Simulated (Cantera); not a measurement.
Mixture: 10.2 % CH4, 0.345 % H2, 11.4 % O2, 55.8 % N2, 22.3 % H2O, equivalence ratio 1.8, at 6.20 bar, adiabatic and at constant pressure. Ignition delay is the time to a rise of 400 K.

Computed with Cantera and GRI-Mech 3.0 (53 species, 325 reactions).

Question: At T0 = 1400 K, what is the delay, and which 7 reactions control it most (d ln τ / d ln k, from doubling and halving each rate constant)?

Answer: The delay is 1.68 ms.
```tsv
reaction	d ln τ / d ln k	faster rate
2 CH3 (+M) <=> C2H6 (+M)	0.51	lengthens it
H + O2 <=> O + OH	-0.37	shortens it
CH3 + O2 <=> CH3O + O	-0.32	shortens it
CH4 + H <=> CH3 + H2	0.23	lengthens it
CH3 + O2 <=> CH2O + OH	-0.23	shortens it
CH3 + HO2 <=> CH3O + OH	-0.22	shortens it
CH2O + O2 <=> HCO + HO2	-0.20	shortens it
```
